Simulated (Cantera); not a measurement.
Input: 1 mol AlN, 0.43 mol HCl, 0.11 mol O2, at 800 K and 0.580 bar.

Method: chemical equilibrium by Gibbs-energy minimisation in Cantera with the NASA 1993 tables (ideal gas, pure condensed phases). Candidate condensed phases: Al, AlCl3, AlN, Al2O3, H2O, NH4Cl; 45 gas species. Condensed phases not in the tables: AlOCl. Kinetics and transport are ignored.

Base state: H2 0.377, N2 0.278, AlCl3 0.157, HCl 0.141, Al2Cl6 0.0475, NH3 0.000212 (mole fractions); condensed: AlN(s) + Al2O3(s).

### Question
What changes in the equilibrium state with this change: pressure from 0.580 bar to 0.140 bar?

### Answer
```csv
species,before,after
H2,0.377,0.361
N2,0.278,0.269
AlCl3,0.157,0.202
Al2Cl6,0.0475,0.0191
HCl,0.141,0.149
NH3,0.000212,4.70e-5
"AlN(s), mol",0.733,0.735
"Al2O3(s), mol",0.0733,0.0733
```
